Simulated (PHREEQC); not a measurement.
## Polishing slurry liquid: speciation

Solution (25 °C): 0.003 mol/kgw TMAH, 1.6e-06 mol/kgw H4SiO4 and 0.22 mol/kgw CuSO4. Closed to the air; pH follows from the charge balance.

The numbers come from PHREEQC with the ion-association model, wateq4f.dat.

Each row changes one thing in this solution. Precipitation was switched off in this run.

```csv
case,pH,ionic strength (mol/kgw),SI of Quartz (SiO2)
as made,5.07,0.418,-1.77
0.17 mol/kgw HCl added,1.25,0.561,…
temperature from 25 to 15 °C,5.28,…,-1.62
H4SiO4 from 1.6e-06 to 1.44e-06 mol/kgw,5.07,0.418,-1.81
CuSO4 left out,11.45,0.00300,-3.48
TMAH replaced by (CH3)4NF at the same molality,4.48,0.418,-1.77
temperature from 25 to 85 °C,…,0.414,-2.50
```

Problem. Some entries are withheld; supply them.

Solution. 
- 0.17 mol/kgw HCl added, SI of Quartz (SiO2): -1.75
- temperature from 25 to 15 °C, ionic strength (mol/kgw): 0.425
- temperature from 25 to 85 °C, pH: 4.10

Complexes and solids missing from the database can't appear. Some of these states are supersaturated (in Antlerite, Brochantite, Tenorite (slow to form), for instance). (CH3)4N+ isn't in the database: it is added as a free cation with an ion size of 4 Å. Constants without temperature data keep their 25 °C values here.
